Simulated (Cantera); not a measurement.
Mixture: CH4 : C2H6 : C3H8 : O2 : N2 = 1 : 0.15 : 0.033 : 5.72 : 21.5 (molar parts), equivalence ratio 0.47, at 19.0 bar, adiabatic and at constant volume. Ignition delay is the time to a rise of 400 K.

Computed with Cantera and GRI-Mech 3.0 (53 species, 325 reactions). The pressure lies above the range GRI-Mech 3.0 was tuned for (to about 10 atm).

Problem. Predict: delay at 1225 K; delay at 1325 K; delay at 1425 K; delay at 1525 K; apparent activation energy between 1475 and 1575 K.

Solution. 
```
Quantity                                                 Value
--------------------------------------------------  ----------
delay at 1225 K                                       0.420 ms
delay at 1325 K                                       0.120 ms
delay at 1425 K                                        42.3 µs
delay at 1525 K                                        17.5 µs
apparent activation energy between 1475 and 1575 K  160 kJ/mol
```
